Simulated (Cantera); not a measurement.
An isothermal, constant-pressure homogeneous reactor starts with 78.1 % NO, 21.9 % N₂, at 1500 K and 110000 Pa.

Detailed kinetics in Cantera: GRI-Mech 3.0 (53 species, 325 reactions).

x: mole fraction; the columns are a selection and need not sum to one.

| t (s) | x NO | x N₂ | x N₂O | x O | x O₂ |
|---|---|---|---|---|---|
| 3.00e-5 | 0.781 | 0.219 | 1.85e-7 | 2.88e-8 | 4.04e-11 |
| 9.17e-5 | 0.781 | 0.219 | 5.65e-7 | 2.91e-8 | 1.57e-10 |
| 0.000280 | 0.781 | 0.219 | 1.72e-6 | 2.97e-8 | 6.83e-10 |
| 0.000857 | 0.781 | 0.219 | 5.22e-6 | 3.17e-8 | 3.99e-9 |
| 0.00262 | 0.781 | 0.219 | 1.56e-5 | (withheld) | 3.27e-8 |
| 0.00801 | 0.781 | 0.219 | 4.40e-5 | (withheld) | 3.91e-7 |
| 0.0245 | 0.781 | 0.219 | 0.000107 | (withheld) | 6.95e-6 |
| 0.0749 | 0.780 | 0.219 | 0.000184 | (withheld) | 0.000129 |
| 0.229 | 0.778 | 0.220 | 0.000205 | (withheld) | 0.000979 |
| 0.700 | 0.772 | 0.223 | 0.000202 | (withheld) | 0.00377 |
| 2.14 | 0.755 | 0.231 | 0.000193 | (withheld) | 0.0121 |
| 6.54 | 0.707 | 0.255 | 0.000168 | (withheld) | 0.0357 |
| 20.0 | 0.592 | 0.313 | 0.000117 | (withheld) | 0.0928 |

### Question
Fill in the missing entries.

### Answer

- 0.00262, x O: 3.76e-8
- 0.00801, x O: 5.64e-8
- 0.0245, x O: 1.14e-7
- 0.0749, x O: 2.32e-7
- 0.229, x O: 2.97e-7
- 0.700, x O: 3.64e-7
- 2.14, x O: 5.11e-7
- 6.54, x O: 7.88e-7
- 20.0, x O: 1.22e-6
